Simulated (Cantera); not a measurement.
Hydrogen reduction and annealing atmospheres: FeS₂ + H₂ + H₂O + CH₄

Input: 1 mol FeS₂, 0.62 mol H₂, 0.28 mol H₂O, 0.006 mol CH₄, at 2.60 bar.

Equilibrium computed with Cantera from the NASA thermochemical tables; the gas is ideal and each condensed phase is pure. Candidate condensed phases: C, C₆H₆, C₇H₈, C₈H₁₈, Fe, Fe(CO)₅, FeO, Fe(OH)₂, Fe(OH)₃, FeS, FeSO₄, FeS₂, Fe₂O₃, Fe₂(SO₄)₃, Fe₃O₄, H₂O, H₂SO₄, S; 127 gas species. FeS: taken at fixed stoichiometry. Gases not in the tables: S₃ to S₇. Kinetics and transport are ignored.

From 825 K to 975 K the condensed part is FeS(s) + FeS₂(s). From 1025 K to 1425 K the condensed part is FeS(s). At 1475 K the condensed part is FeS(l).

```csv
T (K),x H₂S,x H₂O,x S₂,x H₂,x CO₂,x CO,x SO₂,n FeS(s),n FeS₂(s),n FeS(l)
825,0.674,0.292,0.000138,0.0267,0.00624,0.000160,2.69e-7,0.620,0.380,0
875,0.683,0.292,0.00147,0.0174,0.00621,0.000141,6.12e-6,0.631,0.369,0
925,0.681,0.289,0.0120,0.0118,0.00610,0.000124,9.98e-5,0.656,0.344,0
975,0.639,0.266,0.0793,0.00786,0.00563,0.000104,0.00120,0.799,0.201,0
1025,0.583,0.238,0.161,0.00863,0.00502,0.000140,0.00254,1.00,0,0
1075,0.575,0.239,0.164,0.0138,0.00484,0.000260,0.00210,1.00,0,0
1125,0.565,0.239,0.168,0.0210,0.00459,0.000444,0.00180,1.00,0,0
1175,0.551,0.238,0.172,0.0305,0.00428,0.000701,0.00159,1.00,0,0
1225,0.535,0.237,0.177,0.0425,0.00391,0.00103,0.00146,1.00,0,0
1275,0.515,0.236,0.184,0.0570,0.00350,0.00140,0.00138,1.00,0,0
1325,0.493,0.234,0.191,0.0738,0.00307,0.00180,0.00135,1.00,0,0
1375,0.468,0.232,0.199,0.0926,0.00266,0.00219,0.00136,1.00,0,0
1425,0.441,0.230,0.207,0.113,0.00228,0.00255,0.00140,1.00,0,0
1475,0.413,0.227,0.216,0.134,0.00195,0.00285,0.00147,0,0,1.00
```
x: gas mole fraction; n: condensed amount in mol.
